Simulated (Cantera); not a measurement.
A freely propagating, adiabatic, planar premixed flame of H₂ : O₂ : N₂ = 1 : 0.238 : 0.895 (molar parts), unburnt at 398 K and 10.0 bar; mixture-averaged transport, grid criteria slope 0.08 and curve 0.16, no radiation.

Cantera simulation using the H2/O2 subset of GRI-Mech 3.0, which has no nitrogen chemistry; the numbers are that mechanism's predictions, not measurements. The hydrogen kinetics of GRI-Mech 3.0 are dated; newer H2 mechanisms differ, most at raised pressure. Burning velocities carry a grid error of a few per cent, more on coarse grids.

```json
[
 {"quantity": "laminar burning velocity", "before": "369 cm/s", "after": "419 cm/s"},
 {"quantity": "thermal thickness", "before": "0.0226 mm", "after": "0.0227 mm"},
 {"quantity": "peak x(O)", "before": "0.00105", "after": "0.00113"},
 {"quantity": "peak x(HO₂)", "before": "0.00147", "after": "0.00145"},
 {"quantity": "peak x(H₂O₂)", "before": "0.000159", "after": "0.000147"}
]
```

Q: What was changed between the two runs?
A) inlet temperature 398 to 375 K
B) N2 0.895 to 1.1 parts
C) O2 0.238 to 0.3 parts
D) inlet temperature 398 to 425 K

A: D, inlet temperature 398 to 425 K
